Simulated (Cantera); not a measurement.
An isothermal, constant-pressure homogeneous reactor starts with C2H6 : H2 = 1 : 53 (molar parts), at 1425 K and 0.890 bar. Integrator tolerance rtol = 1e-08.

Cantera simulation using GRI-Mech 3.0 (53 species, 325 reactions); the numbers are that mechanism's predictions, not measurements. GRI-Mech 3.0 stops at C3 and has no aromatics, soot or wall deposition, so with more carbon than oxygen in the feed, carbon stays in small species such as C2H2 where larger ones or solid carbon would form.

Q: What does this change do: H2 53 to 470 parts?

A: 
```
quantity                                             before                                     after
-----------------  ----------------------------------------  ----------------------------------------
x(C2H6) at 2.00 s   8.88e-6 (gas-phase equilibrium 3.27e-6)   6.83e-7 (gas-phase equilibrium 4.46e-8)
x(H2) at 2.00 s         0.966 (gas-phase equilibrium 0.964)       0.996 (gas-phase equilibrium 0.996)
x(C2H2) at 2.00 s  0.00178 (gas-phase equilibrium 0.000454)  0.000151 (gas-phase equilibrium 5.80e-6)
x(CH4) at 2.00 s      0.0315 (gas-phase equilibrium 0.0356)   0.00379 (gas-phase equilibrium 0.00423)
x(CH3) at 2.00 s    5.56e-6 (gas-phase equilibrium 5.30e-6)   6.60e-7 (gas-phase equilibrium 6.19e-7)
```
